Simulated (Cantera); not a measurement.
**Moist CO burnout**

A perfectly stirred reactor is fed with 1.07 % CO, 1.27 % O2, 0.127 % H2O, 97.5 % N2, at 1.00 atm; it is held at 1425 K, and followed from long to short residence time.

Model: GRI-Mech 3.0 (53 species, 325 reactions), integrated in Cantera.

```json
[
 {"τ (s)": "24", "x CO": "2.06e-5", "x O2": "0.00736", "x H2O": "0.00127", "x H2O2": "4.89e-10", "x O": "4.44e-6", "x H2": "3.84e-7"},
 {"τ (s)": "5.8", "x CO": "5.33e-5", "x O2": "0.00737", "x H2O": "0.00126", "x H2O2": "1.11e-9", "x O": "1.07e-5", "x H2": "9.34e-7"},
 {"τ (s)": "1.4", "x CO": "0.000138", "x O2": "0.00740", "x H2O": "0.00126", "x H2O2": "2.50e-9", "x O": "2.64e-5", "x H2": "2.32e-6"},
 {"τ (s)": "0.35", "x CO": "0.000343", "x O2": "0.00748", "x H2O": "0.00124", "x H2O2": "5.37e-9", "x O": "6.40e-5", "x H2": "5.58e-6"},
 {"τ (s)": "0.087", "x CO": "0.000835", "x O2": "0.00769", "x H2O": "0.00122", "x H2O2": "1.07e-8", "x O": "0.000154", "x H2": "1.28e-5"},
 {"τ (s)": "0.021", "x CO": "0.00196", "x O2": "0.00816", "x H2O": "0.00116", "x H2O2": "1.85e-8", "x O": "0.000356", "x H2": "2.62e-5"},
 {"τ (s)": "0.0053", "x CO": "0.00409", "x O2": "0.00907", "x H2O": "0.00107", "x H2O2": "2.49e-8", "x O": "0.000697", "x H2": "4.06e-5"},
 {"τ (s)": "0.0013", "x CO": "0.00742", "x O2": "0.0106", "x H2O": "0.00105", "x H2O2": "2.36e-8", "x O": "0.000898", "x H2": "3.90e-5"},
 {"τ (s)": "0.00032", "x CO": "0.0104", "x O2": "0.0124", "x H2O": "0.00123", "x H2O2": "4.68e-9", "x O": "0.000224", "x H2": "7.12e-6"}
]
```
x: mole fraction; the columns are a selection and need not sum to one.
